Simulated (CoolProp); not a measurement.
Model: reference Helmholtz-energy equation of state, Schmidt 1985, in CoolProp.

Q: Give the vapour pressure (MPa), liquid density (kg/m³), vapour density (kg/m³), enthalpy of vaporisation (kJ/kg) of saturated oxygen at 112.2, 116.5 K.

A: 
```tsv
T (K)	p (MPa)	liquid density (kg/m³)	vapour density (kg/m³)	enthalpy of vaporisation (kJ/kg)
112.2	0.631	1020	24.5	186
116.5	0.830	996	32.0	180
```
